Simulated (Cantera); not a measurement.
Mixture: CH4 : H2 : O2 : N2 : H2O = 1 : 1.1 : 2.71 : 10.2 : 0.086 (molar parts), equivalence ratio 0.94, at 10.0 bar, adiabatic and at constant volume. Ignition delay is the time to a rise of 400 K.

Detailed kinetics in Cantera: GRI-Mech 3.0 (53 species, 325 reactions).

Problem. Predict: delay at 1125 K; delay at 1275 K; delay at 1425 K; delay at 1575 K; delay at 1725 K; apparent activation energy between 1650 and 1800 K.

Solution. 
- delay at 1125 K: 0.720 ms
- delay at 1275 K: 77.6 µs
- delay at 1425 K: 24.6 µs
- delay at 1575 K: 10.4 µs
- delay at 1725 K: 5.07 µs
- apparent activation energy between 1650 and 1800 K: 110 kJ/mol
